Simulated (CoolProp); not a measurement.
Aqueous potassium formate as a coolant, at 27 °C, 1 atm.

The numbers come from the Melinder's fits for secondary coolants in CoolProp.

```
mass %  freezing point (°C)  conductivity (W/(m K))  density (kg/m³)  cp (kJ/(kg K))  Prandtl number
------  -------------------  ----------------------  ---------------  --------------  --------------
2.1                    -0.9                   0.605             1010           4.100            6.08
8.4                    -4.0                   0.591             1048           3.870            6.48
14.7                   -7.8                   0.578              ___           3.647            6.79
21                    -12.4                     ___             1126             ___            7.29
27.3                  -18.2                   0.555             1168           3.235            7.97
33.6                  -25.6                   0.541             1212           3.054             ___
39.9                    ___                   0.525              ___             ___            9.66
```

Q: Some entries are withheld; supply them.

A: 
- 14.7, density (kg/m³): 1086
- 21, conductivity (W/(m K)): 0.567
- 21, cp (kJ/(kg K)): 3.434
- 33.6, Prandtl number: 8.74
- 39.9, freezing point (°C): -34.8
- 39.9, density (kg/m³): 1258
- 39.9, cp (kJ/(kg K)): 2.893
